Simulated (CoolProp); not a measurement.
500 sccm (0 °C, 1 atm) of nitrogen bubbles through liquid n-octane at 320.3 K and leaves saturated at a total pressure of 0.0658 MPa (ideal gas phase). Each further row changes one setting.

Values from CoolProp's reference Helmholtz-energy equation of state, Beckmüller 2019.

```tsv
case	vapour pressure (kPa)	mole fraction of vapour	delivery (mg/min)	delivery (sccm)	change of delivery for a bath 1 K warmer (%)
as stated	5.88	0.0894	…	49.1	5.3
bath temperature 325.3 K	7.41	…	…	63.5	5.3
total pressure 0.132 MPa	5.88	…	119	23.3	…
```

Problem. What belongs in the gaps?

Solution. 
- as stated, delivery (mg/min): 250
- bath temperature 325.3 K, mole fraction of vapour: 0.113
- bath temperature 325.3 K, delivery (mg/min): 324
- total pressure 0.132 MPa, mole fraction of vapour: 0.0445
- total pressure 0.132 MPa, change of delivery for a bath 1 K warmer (%): 5.1
